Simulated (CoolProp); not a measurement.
A single-stage vapour-compression cycle with CH2F2 (R32): evaporating at 229.15 K (dew point), condensing at 249.15 K (bubble point), superheat 10 K, subcooling 5 K, compressor efficiency 0.75, no pressure losses. Each further row changes one setting.

Values from CoolProp's reference Helmholtz-energy equation of state, Tillner-Roth 1997.

```csv
case,cooling COP,pressure ratio,discharge temperature (K),refrigerating effect (kJ/kg),volumetric capacity (kJ/m³)
as stated,7.84,2.36,298.2,358,1440
evaporating temperature 234.15 K,10.9,1.87,287.2,361,1810
condensing temperature 244.15 K,10.7,1.93,283.9,366,1480
subcooling 10 K,8.02,2.36,298.2,366,1480
superheat 20 K,7.66,2.36,310.1,367,1410
compressor efficiency 0.65,6.79,2.36,306.0,358,1440
```
